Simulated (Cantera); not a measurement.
An adiabatic, constant-pressure homogeneous reactor starts with C₃H₈ : O₂ : N₂ = 1 : 3.57 : 13.4 (molar parts), equivalence ratio 1.4, at 1725 K and 10.0 bar. Integrator tolerance rtol = 1e-08.

Cantera simulation using GRI-Mech 3.0 (53 species, 325 reactions); the numbers are that mechanism's predictions, not measurements. GRI-Mech 3.0 was tuned for natural gas; its chemistry of propane as a main component is partial and can be far from experiment. Above 3000 K some thermodynamic fits are extrapolated.

```
quantity                                                              before                                      after
---------------------------------  -----------------------------------------  -----------------------------------------
time of steepest temperature rise                                    3.56 µs                                    3.02 µs
temperature at 7.00 s                                                 3036 K                                     3280 K
equilibrium temperature                                               3036 K                                     3280 K
x(C₃H₈) at 7.00 s                      <1e-12 (gas-phase equilibrium <1e-12)      <1e-12 (gas-phase equilibrium <1e-12)
x(O₂) at 7.00 s                      0.00227 (gas-phase equilibrium 0.00227)    0.00357 (gas-phase equilibrium 0.00357)
x(CH₃) at 7.00 s                   1.53e-11 (gas-phase equilibrium 1.81e-11)  6.51e-11 (gas-phase equilibrium 7.72e-11)
x(CH₄) at 7.00 s                   3.74e-12 (gas-phase equilibrium 4.43e-12)  1.31e-11 (gas-phase equilibrium 1.56e-11)
x(O) at 7.00 s                       0.00194 (gas-phase equilibrium 0.00194)    0.00348 (gas-phase equilibrium 0.00348)
x(CO₂) at 7.00 s                       0.0410 (gas-phase equilibrium 0.0410)      0.0357 (gas-phase equilibrium 0.0357)
```

Problem. What was changed between the two runs?
A. pressure from 10.0 bar to 1.00 bar
B. constant volume in place of constant pressure
C. pressure from 10.0 bar to 17.0 bar
D. initial temperature 1725 to 1573 K

Solution. B, constant volume in place of constant pressure
